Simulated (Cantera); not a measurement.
Feed: 1 mol CH4, 0.83 mol NH3, 26 mol N2, equilibrated at 1.88 Torr.

These are equilibrium values from Cantera (NASA tables, ideal gas, pure condensed phases), not measurements of a reactor. Candidate condensed phases: C, C6H6, C7H8, C8H18; 92 gas species. Rates play no part.

Over these rows the condensed part is C(graphite). Partial pressures as log10 of bar:

```csv
T (K),1000/T (1/K),log p HCN,log p N2,log p H2
1498,0.6676,-6.09,-2.65,-3.56
1648,0.6068,-5.67,-2.65,-3.57
1798,0.5562,-5.33,-2.65,-3.57
1948,0.5133,-5.04,-2.65,-3.59
2098,0.4766,-4.81,-2.66,-3.62
2248,0.4448,?,-2.66,-3.69
```

Question: Fit log p(HCN) = a + b·(1000/T) to the five rows, give the apparent enthalpy, and predict the row at 2248 K.

Answer: Means: 1000/T = 0.5641, log p = -5.388. Sxy = -0.153410, Sxx = 0.0228348, so b = -6.72 and a = -5.388 − (-6.72)×0.5641 = -1.60.
Apparent enthalpy: −19.145 × (-6.72) = 129 kJ/mol. With the condensed phases at unit activity, C(graphite) + 1/2 N2(g) + 1/2 H2(g) = HCN(g) links this pressure to the main gases: over the six rows their terms move log p by -0.07 in all, so the slope is close to that reaction's ΔH°. The five rows lie within 0.01 of the line.
Prediction at 2248 K: -1.60 + (-6.72)×0.4448 = -4.59. The computed value is -4.63, 0.04 from the line.
